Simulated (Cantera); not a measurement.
Input: 1 mol HgO, 0.024 mol O2, 0.19 mol H2, equilibrated at 34.0 mbar.

Cantera equilibrium calculation (NASA polynomials, part measured and part estimated; ideal gas, pure solids and liquids). Candidate condensed phases: H2O, Hg, HgO; 10 gas species. The numbers say what is thermodynamically allowed, not how fast it happens.

Problem. Which condensed phases are stable at each of these points (T (K)): 450, 550, 650, 750, 850, 950, 1050, 1150, 1250, 1350, 1450, 1550?

Solution. 
```tsv
T (K)	condensed phases	Hg condensed (%)
450	Hg(l) + HgO(s)	91.6
550	HgO(s)	85.5
650	gas only	0.0
750	gas only	0.0
850	gas only	0.0
950	gas only	0.0
1050	gas only	0.0
1150	gas only	0.0
1250	gas only	0.0
1350	gas only	0.0
1450	gas only	0.0
1550	gas only	0.0
```

At 450 K the condensed part is Hg(l) + HgO(s). At 550 K the condensed part is HgO(s). From 650 K to 1550 K nothing is condensed.
